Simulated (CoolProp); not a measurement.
Normal hydrogen along the isotherm -249.45 °C: density (kg/m³) from the reference equation and from simpler models built on Tc = -240.0 °C, pc = 1296 kPa, ω = -0.219; each cubic takes its own stable root.

Model: reference Helmholtz-energy equation of state, Leachman 2009, in CoolProp.

```
p (kPa)   phase  reference
-------  ------  ---------
405      liquid      66.95
810      liquid      67.69
1220     liquid      68.39
1620     liquid      69.02
2030     liquid      69.62
2430     liquid      70.17
2840     liquid      70.71
3240     liquid      71.21
```

Task: How far does each simpler model (van der Waals, Soave-Redlich-Kwong) lie from the reference over these 8 states: mean and median of the absolute difference, and the worst?

Result: 
- van der Waals: mean 19.3 %, median 19.2 %, worst -19.9 % at -249.45 °C and 405 kPa
- Soave-Redlich-Kwong: mean 7.9 %, median 8.0 %, worst +8.5 % at -249.45 °C and 3240 kPa
